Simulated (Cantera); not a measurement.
A closed system holds: 1 mol TiO₂, a varied amount of Cl₂, 0.32 mol O₂, at 1052 °C and 10000 Pa.

These are equilibrium values from Cantera (NASA tables, ideal gas, pure condensed phases), not measurements of a reactor. Candidate condensed phases: Ti, TiCl₂, TiCl₃, TiCl₄, TiO, TiO₂, Ti₂O₃, Ti₃O₅, Ti₄O₇; 15 gas species. Kinetics and transport are ignored.

x: gas mole fraction; n: condensed amount in mol.

| n(Cl₂) (mol) | x Cl₂ | x O₂ | x Cl | x TiCl₄ | x ClO | x O | n TiO₂(rutile) |
|---|---|---|---|---|---|---|---|
| 2.8 | 0.853 | 0.101 | 0.0451 | 0.000715 | [?] | 2.77e-7 | 0.998 |
| 5 | 0.892 | 0.0600 | 0.0461 | 0.00131 | [?] | 2.13e-7 | 0.993 |
| 7.1 | 0.908 | 0.0439 | 0.0465 | 0.00186 | [?] | 1.83e-7 | 0.986 |
| 9.3 | 0.916 | 0.0348 | 0.0467 | 0.00239 | 8.71e-5 | 1.63e-7 | 0.976 |
| 11 | 0.920 | 0.0303 | 0.0468 | 0.00276 | 8.14e-5 | 1.52e-7 | 0.968 |
| 14 | 0.924 | 0.0252 | 0.0469 | 0.00337 | 7.43e-5 | 1.38e-7 | 0.951 |
| 16 | 0.926 | 0.0228 | 0.0470 | 0.00372 | 7.09e-5 | 1.32e-7 | 0.938 |
| 18 | 0.928 | 0.0211 | 0.0470 | 0.00405 | 6.82e-5 | 1.26e-7 | 0.924 |
| 20 | 0.929 | 0.0197 | 0.0471 | 0.00434 | 6.59e-5 | 1.22e-7 | 0.910 |

Q: What belongs in the gaps?

A: 
- 2.8, x ClO: 0.000143
- 5, x ClO: 0.000113
- 7.1, x ClO: 9.74e-5
